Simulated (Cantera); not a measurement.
Input: 1 mol acetone, 0.39 mol O2, equilibrated at 13300 Pa.

Cantera equilibrium calculation (NASA polynomials, part measured and part estimated; ideal gas, pure solids and liquids). Candidate condensed phases: C, C6H6, C7H8, C8H18, H2O; 110 gas species. The feed counts by its element totals alone. The numbers say what is thermodynamically allowed, not how fast it happens.

log p: log10 of the partial pressure in bar; n: condensed amount in mol.

```csv
T (K),log p H2,log p CO,log p H2O,log p CO2,log p CH4,n C(graphite)
823,-1.11,-1.76,-1.75,-1.84,-2.24,1.96
973,-1.08,-1.35,-2.63,-2.69,-3.05,1.34
1123,-1.08,-1.31,-3.57,-3.83,-3.69,1.23
1273,-1.08,-1.30,-4.31,-4.75,-4.18,1.22
1423,-1.08,-1.30,?,?,?,1.22
1573,-1.08,-1.30,?,?,?,1.22
1723,-1.08,-1.30,-5.75,-6.53,-5.15,1.22
1873,-1.08,-1.30,-6.08,-6.92,-5.37,1.22
```

Task: What belongs in the gaps?

Result: 
- 1423, log p H2O: -4.89
- 1423, log p CO2: -5.47
- 1423, log p CH4: -4.57
- 1573, log p H2O: -5.36
- 1573, log p CO2: -6.05
- 1573, log p CH4: -4.89
